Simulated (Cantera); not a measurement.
An isothermal, constant-pressure homogeneous reactor starts with NO : N₂ = 1 : 0.16 (molar parts), at 1473 K and 0.660 bar. Integrator tolerance rtol = 1e-08.

Detailed kinetics in Cantera: GRI-Mech 3.0 (53 species, 325 reactions).

Problem. What does this change do: temperature 1473 to 1800 K?

Solution. 
| quantity | before | after |
|---|---|---|
| x(NO) at 5.00 s | 0.831 (gas-phase equilibrium 0.00131) | 0.325 (gas-phase equilibrium 0.00505) |
| x(NO₂) at 5.00 s | 0.00113 (gas-phase equilibrium 8.82e-6) | 0.000747 (gas-phase equilibrium 1.47e-5) |
| x(O₂) at 5.00 s | 0.0146 (gas-phase equilibrium 0.430) | 0.268 (gas-phase equilibrium 0.428) |
| x(N₂O) at 5.00 s | 0.000223 (gas-phase equilibrium 5.58e-8) | 4.02e-5 (gas-phase equilibrium 2.00e-7) |
| x(N₂) at 5.00 s | 0.153 (gas-phase equilibrium 0.568) | 0.406 (gas-phase equilibrium 0.566) |
| x(O) at 5.00 s | 4.92e-7 (gas-phase equilibrium 2.27e-6) | 7.90e-5 (gas-phase equilibrium 9.86e-5) |

Problem. What does this change do: pressure from 0.660 bar to 1.01 bar?

Solution. 
```json
[
 {"quantity": "x(NO) at 5.00 s", "before": "0.831 (gas-phase equilibrium 0.00131)", "after": "0.815 (gas-phase equilibrium 0.00131)"},
 {"quantity": "x(NO₂) at 5.00 s", "before": "0.00113 (gas-phase equilibrium 8.82e-6)", "after": "0.00164 (gas-phase equilibrium 1.09e-5)"},
 {"quantity": "x(O₂) at 5.00 s", "before": "0.0146 (gas-phase equilibrium 0.430)", "after": "0.0220 (gas-phase equilibrium 0.430)"},
 {"quantity": "x(N₂O) at 5.00 s", "before": "0.000223 (gas-phase equilibrium 5.58e-8)", "after": "0.000218 (gas-phase equilibrium 6.91e-8)"},
 {"quantity": "x(N₂) at 5.00 s", "before": "0.153 (gas-phase equilibrium 0.568)", "after": "0.161 (gas-phase equilibrium 0.568)"},
 {"quantity": "x(O) at 5.00 s", "before": "4.92e-7 (gas-phase equilibrium 2.27e-6)", "after": "4.63e-7 (gas-phase equilibrium 1.83e-6)"}
]
```
